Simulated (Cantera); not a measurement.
A Cantera script and what it prints.

```python
import numpy as np
import cantera as ct

gas_names = """
    CL CL2 H HCL H2 Si SiCL SiCL2 SiCL3 SiCL4 SiH SiHCL3 SiH2 SiH2CL2 SiH3 SiH3CL SiH4 Si2 Si3
""".split()
cond_names = """
    Si(cr) Si(L)
""".split()


def load(file, names, dense=False):
    # The tables refer to 1 bar. Condensed volumes are neglected.
    table = {s.name: s for s in ct.Species.list_from_file(file)}
    out = []
    for n in names:
        d = dict(table[n].input_data)
        d["thermo"] = dict(d["thermo"], **{"reference-pressure": 1e5})
        if dense:
            d["equation-of-state"] = {"model": "constant-volume", "density": "1e6 g/cm^3"}
        out.append(ct.Species.from_dict(d))
    return out


gas = ct.Solution(thermo="ideal-gas", species=load("nasa_gas.yaml", gas_names))
cond = {s.name: ct.Solution(thermo="fixed-stoichiometry", species=[s], name=s.name)
        for s in load("nasa_condensed.yaml", cond_names, dense=True)}
atoms = {
    'SiCl4': {'Si': 1, 'CL': 4},
    'HCl': {'H': 1, 'CL': 1},
    'H2': {'H': 2},
}
top_T = {}  # K; cautious upper limits of use, not melting points


def equilibrate(T, P, feed):
    n = {}
    for name, mol in feed.items():
        for a, k in atoms[name].items():
            n[a] = n.get(a, 0.0) + k * mol
    gas.TPX = T, P, n
    mass = sum(n.values()) * gas.mean_molecular_weight
    gas.equilibrate("TP")
    valid = [c for c in cond.values() if c.min_temp <= T <= top_T.get(c.name, c.max_temp)]
    mix = ct.Mixture([(gas, mass / gas.mean_molecular_weight)] + [(c, 0.0) for c in valid])
    mix.T, mix.P = T, P
    mix.equilibrate("TP", solver="vcs", rtol=1e-11, max_steps=5000)
    return mix


results = []
feed = {'SiCl4': 1, 'HCl': 1.9, 'H2': 11}  # mol
T = 975  # K
P = 110000  # Pa
mix = equilibrate(T, P, feed)
results.append((T, P, feed, dict(zip(mix.species_names, mix.species_moles))))
x = sorted(zip(gas.X, gas.species_names), reverse=True)
print(f"T = {T:g} K  P = {P:g} Pa  gas = {mix.phase_moles(0):.4g} mol")
print("   x: " + "  ".join(f"{s} {v:.3e}" for v, s in x if v > 0.0001))
print("   condensed (mol): " + ("  ".join(f"{mix.phase(i).name} {mix.phase_moles(i):.4g}"
      for i in range(1, mix.n_phases) if mix.phase_moles(i) > 1e-12) or "none"))
```

It prints:

```
T = 975 K  P = 110000 Pa  gas = 13.9 mol
   x: H2 7.891e-01  HCL 1.390e-01  SiCL4 6.964e-02  SiHCL3 2.260e-03
   condensed (mol): none
```

Method: chemical equilibrium by Gibbs-energy minimisation in Cantera with the NASA 1993 tables (ideal gas, pure condensed phases). The tables' values for SiCl3 are old estimates; treat these amounts as uncertain.
